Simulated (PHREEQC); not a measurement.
0.046 g of hydrous ferric oxide (600 m²/g; 0.2 weak and 0.005 strong sites per Fe, Dzombak-Morel constants, diffuse double layer) in 1 kg of water with 0.001 mol/kgw of an inert sodium salt and 5.3e-07 mol/kgw Na2SO4, at 25 °C; the pH is set by adding NaOH or the inert anion's acid. Oxygen alone is held at its pressure in air (log pO2 = -0.68). The system is closed to CO2. Precipitation was switched off in this run.

All values are PHREEQC results (ion-association model, wateq4f.dat), not measurements.

### Question
Predict surface charge σ (C/m²), surface potential ψ (mV) at pH = 4, 6.67, 7.33, 8.67, 12.

### Answer
```tsv
pH	surface charge σ (C/m²)	surface potential ψ (mV)
4	0.116	210
6.67	0.009	82
7.33	0.004	45
8.67	-0.003	-32
12	-0.200	-176
```

Complexes and solids missing from the database can't appear.
